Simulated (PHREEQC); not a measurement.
1 kg of water holding 7.6 mmol/kgw KCl and 43 mmol/kgw K2SO4 is evaporated at 25 °C; the solids stay in contact with the brine. The system is closed to CO2. Only these solids could form: Arcanite, Misenite, Sylvite.

Base run: PHREEQC, Pitzer model, pitzer.dat. Each further column changes one thing. The table gives ionic strength.

```
H2O removed (mol)   base  temperature from 25 to 75 °C  temperature from 25 to 5 °C
-----------------  -----  ----------------------------  ---------------------------
0                  0.137                         0.137                        0.137
24.69              0.246                         0.246                        0.246
38.4               0.443                         0.443                        0.443
46.01              0.798                         0.798                        0.798
50.23               1.44                          1.44                         1.34
52.58               1.89                          2.59                         1.34
53.88               1.89                             …                            …
54.6                1.90                          3.10                            …
55.01               1.99                          3.10                            …
55.23               2.32                             …                         2.01
```

Question: Complete the blanks.

Answer: 
- 53.88, temperature from 25 to 75 °C: 3.13
- 53.88, temperature from 25 to 5 °C: 1.35
- 54.6, temperature from 25 to 5 °C: 1.39
- 55.01, temperature from 25 to 5 °C: 1.55
- 55.23, temperature from 25 to 75 °C: 3.23

 Away from 25 °C the constants follow the database's enthalpies or fits; those with neither stay at their 25 °C values.
